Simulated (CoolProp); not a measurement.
Vapour pressure (MPa) of vinyl chloride: the reference equation beside estimates from Tc = 425.0 K, pc = 5.600 MPa, ω = 0.160.

Model: reference Helmholtz-energy equation of state, Thol 2022, in CoolProp.

```json
[
 {"T (K)": "284.4", "reference": "0.2562", "Lee-Kesler": "0.2551", "Soave-Redlich-Kwong": "0.2551", "Peng-Robinson": "0.2559"},
 {"T (K)": "292.9", "reference": "0.3366", "Lee-Kesler": "0.3362", "Soave-Redlich-Kwong": "0.3360", "Peng-Robinson": "0.3359"},
 {"T (K)": "301.4", "reference": "0.4347", "Lee-Kesler": "0.4353", "Soave-Redlich-Kwong": "0.4353", "Peng-Robinson": "0.4338"},
 {"T (K)": "309.9", "reference": "0.5528", "Lee-Kesler": "0.5549", "Soave-Redlich-Kwong": "0.5552", "Peng-Robinson": "0.5519"},
 {"T (K)": "318.4", "reference": "0.6932", "Lee-Kesler": "0.6971", "Soave-Redlich-Kwong": "0.6983", "Peng-Robinson": "0.6928"},
 {"T (K)": "326.8", "reference": "0.8564", "Lee-Kesler": "0.8624", "Soave-Redlich-Kwong": "0.8651", "Peng-Robinson": "0.8570"},
 {"T (K)": "335.3", "reference": "1.049", "Lee-Kesler": "1.057", "Soave-Redlich-Kwong": "1.062", "Peng-Robinson": "1.051"},
 {"T (K)": "343.8", "reference": "1.271", "Lee-Kesler": "1.282", "Soave-Redlich-Kwong": "1.291", "Peng-Robinson": "1.276"},
 {"T (K)": "352.3", "reference": "1.526", "Lee-Kesler": "1.540", "Soave-Redlich-Kwong": "1.553", "Peng-Robinson": "1.535"},
 {"T (K)": "360.8", "reference": "1.817", "Lee-Kesler": "1.833", "Soave-Redlich-Kwong": "1.852", "Peng-Robinson": "1.831"}
]
```

Absolute difference from the reference over all 10 rows, mean and median: Lee-Kesler 0.6 and 0.6 %, Soave-Redlich-Kwong 0.9 and 0.9 %, Peng-Robinson 0.3 and 0.2 %.
